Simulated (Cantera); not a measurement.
A closed system holds: 1 mol Al2O3, 51 mol H2, 1.2 mol N2, 0.22 mol Cl2, held at 2.55 Torr.

These are equilibrium values from Cantera (NASA tables, ideal gas, pure condensed phases), not measurements of a reactor. Candidate condensed phases: Al, AlCl3, AlN, Al2O3, H2O, NH4Cl; 45 gas species. Equilibrium is a limit: real reactors are often held back by kinetics, nucleation or transport.

**Question.** At 1573 K, list the 4 most abundant gas species with their mole fractions, and the condensed phases.

**Answer.** H2 0.968, N2 0.0229, HCl 0.00832, H 0.000686. Condensed: Al2O3(s).
